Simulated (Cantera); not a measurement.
## Moist CO burnout

An isothermal, constant-pressure homogeneous reactor starts with CO : O2 : H2O : N2 = 0.007 : 0.019 : 0.0021 : 1 (molar parts), equivalence ratio 0.18, at 1375 K and 3.26 atm.

Detailed kinetics in Cantera: GRI-Mech 3.0 (53 species, 325 reactions).

```tsv
t (s)	x CO	x O2	x H2O	x NO2	x H2O2	x H2	x OH
4.00e-5	0.00681	0.0185	0.00204	<1e-12	<1e-12	8.75e-12	8.96e-10
0.000155	0.00681	0.0185	0.00204	<1e-12	1.30e-12	4.96e-10	1.22e-8
0.000598	0.00680	0.0185	0.00204	<1e-12	1.70e-9	1.83e-7	2.09e-6
0.00231	0.00285	0.0165	0.00199	2.73e-9	6.23e-8	1.51e-5	5.59e-5
0.00894	0.000341	0.0153	0.00204	1.66e-8	1.19e-8	1.87e-6	2.21e-5
0.0346	1.95e-5	0.0151	0.00205	2.25e-8	1.31e-9	1.27e-7	7.35e-6
0.134	5.85e-7	0.0151	0.00205	8.21e-9	1.63e-10	1.13e-8	2.57e-6
0.517	2.34e-8	0.0151	0.00205	3.53e-9	4.55e-11	2.97e-9	1.35e-6
2.00	1.95e-8	0.0151	0.00205	3.42e-9	4.32e-11	2.82e-9	1.32e-6
```
x: mole fraction; the columns are a selection and need not sum to one.

Equilibrium at this temperature and pressure: CO 1.95e-8, O2 0.0150, H2O 0.00205, NO2 7.40e-7, H2O2 4.31e-11, H2 2.83e-9, OH 1.32e-6 (gas phase only).
